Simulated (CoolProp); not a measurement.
Vapour pressure (kPa) of hexamethyldisiloxane (MM): the reference equation beside estimates from Tc = 518.7 K, pc = 1931 kPa, ω = 0.418. Clausius-Clapeyron is anchored at 301.9 K with a constant enthalpy of vaporisation of 36.89 kJ/mol.

The numbers come from the reference Helmholtz-energy equation of state, Thol 2016 in CoolProp.

```csv
T (K),reference,Lee-Kesler,Clausius-Clapeyron,van der Waals,Redlich-Kwong,Soave-Redlich-Kwong,Peng-Robinson
286.1,2.930,2.869,2.987,101.4,15.42,2.914,3.110
301.9,6.724,6.595,6.724,140.4,28.52,6.664,6.979
317.6,13.88,13.67,13.90,188.4,48.78,13.75,14.18
333.3,26.33,26.07,26.85,246.4,78.44,26.13,26.63
349,46.55,46.35,48.86,315.4,119.8,46.35,46.78
364.7,77.52,77.57,84.46,395.9,175.3,77.51,77.63
380.4,122.7,123.3,139.5,488.9,247.2,123.3,122.8
396.1,186.0,187.5,221.5,594.9,337.9,187.8,186.3
411.8,271.8,274.4,339.6,714.5,449.7,275.7,272.7
427.5,384.8,388.9,504.4,848.4,584.7,392.1,387.2
```

Absolute difference from the reference over all 10 rows, mean and median: Lee-Kesler 1.0 and 1.0 %, Clausius-Clapeyron 10.7 and 7.0 %, van der Waals 923.2 and 494.1 %, Redlich-Kwong 178.4 and 141.7 %, Soave-Redlich-Kwong 0.8 and 0.8 %, Peng-Robinson 1.5 and 0.6 %.
